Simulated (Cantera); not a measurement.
A Cantera script and what it prints.

```python
import numpy as np
import cantera as ct

gas_names = """
    H HO2 H2 H2O H2O2 H2S H2SO4 O OH O2 O3 S SH SO SO2 SO3 S2 S2O S8
""".split()
cond_names = """
    H2O(s) H2O(L) H2SO4(L) S(cr1) S(cr2) S(L)
""".split()


# ... load() reads the species with a 1 bar reference pressure and builds the phases ...
atoms = {
    'H2S': {'H': 2, 'S': 1},
    'O2': {'O': 2},
}
top_T = {}  # K; cautious upper limits of use, not melting points


# ... equilibrate(T, P, feed) seeds the gas with the atoms and calls Mixture.equilibrate('TP', solver="vcs", rtol=1e-11, max_steps=5000) ...
results = []
feed = {'H2S': 1, 'O2': 2.3}  # mol
P = 133.322  # Pa
for T in [2023, 2073, 2123, 2173, 2223, 2273, 2323, 2373]:
    mix = equilibrate(T, P, feed)
    results.append((T, P, feed, dict(zip(mix.species_names, mix.species_moles))))

top = {s: max(r[3][s] / sum(r[3][g] for g in gas_names) for r in results) for s in gas_names}
cols = sorted((s for s in top if top[s] > 1e-05), key=lambda s: -top[s])[:8]
seen = [c for c in cond_names if any(r[3].get(c, 0) > 1e-12 for r in results)]
print("log10 of partial pressures in bar; condensed amounts in mol")
print(f"{'T/K':>10s}" + "".join(f"{s[:9]:>10s}" for s in cols + seen))
for T, P, feed, n in results:
    ng = sum(n[g] for g in gas_names)
    print(f"{T:10.4g}" + "".join(f"{np.log10(max(n[s] / ng * P / 1e5, 1e-99)):10.3f}" for s in cols)
          + "".join(f"{n.get(c, 0):10.4g}" for c in seen))
```

It prints:

```
log10 of partial pressures in bar; condensed amounts in mol
       T/K       SO2       H2O        O2         O         H        OH        SO        H2
      2023    -3.335    -3.356    -3.437    -4.817    -5.273    -4.508    -5.355    -5.102
      2073    -3.341    -3.368    -3.442    -4.661    -5.058    -4.414    -5.171    -4.955
      2123    -3.349    -3.385    -3.449    -4.513    -4.855    -4.328    -4.996    -4.819
      2173    -3.360    -3.406    -3.457    -4.372    -4.664    -4.249    -4.833    -4.695
      2223    -3.375    -3.435    -3.468    -4.239    -4.485    -4.178    -4.680    -4.583
      2273    -3.396    -3.473    -3.480    -4.113    -4.318    -4.116    -4.539    -4.484
      2323    -3.423    -3.522    -3.496    -3.994    -4.164    -4.064    -4.409    -4.401
      2373    -3.459    -3.586    -3.515    -3.882    -4.023    -4.023    -4.293    -4.335
```

These are equilibrium values from Cantera (NASA tables, ideal gas, pure condensed phases), not measurements of a reactor.
